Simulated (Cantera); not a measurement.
An isothermal, constant-pressure homogeneous reactor starts with H₂ : O₂ = 0.039 : 1 (molar parts), at 1050 K and 0.0120 bar.

Model: GRI-Mech 3.0 (53 species, 325 reactions), integrated in Cantera. Radical loss at walls, strong at low pressure, is not modelled. The temperature is held fixed by assumption; the heat of reaction is taken as removed at once.

x: mole fraction; the columns are a selection and need not sum to one.

```tsv
t (s)	x H₂	x O₂	x HO₂	x OH	x O
0.000200	0.0375	0.962	2.33e-10	1.05e-10	1.40e-10
0.000843	0.0375	0.962	1.01e-9	[?]	2.76e-9
0.00356	0.0375	0.962	8.44e-8	[?]	7.24e-6
0.0150	0.000529	0.941	4.20e-6	[?]	0.0179
0.0632	0.000144	0.956	2.88e-6	[?]	0.00537
0.267	1.34e-5	0.961	9.52e-7	[?]	0.000515
1.12	8.90e-7	0.962	1.54e-7	[?]	3.65e-5
4.74	8.27e-8	0.962	2.12e-8	[?]	3.59e-6
20.0	1.15e-8	0.962	3.59e-9	[?]	5.21e-7
```

Q: Fill in the missing entries.

A: 
- 0.000843, x OH: 1.54e-9
- 0.00356, x OH: 3.86e-6
- 0.0150, x OH: 0.00148
- 0.0632, x OH: 0.000761
- 0.267, x OH: 0.000232
- 1.12, x OH: 6.21e-5
- 4.74, x OH: 1.95e-5
- 20.0, x OH: 7.45e-6
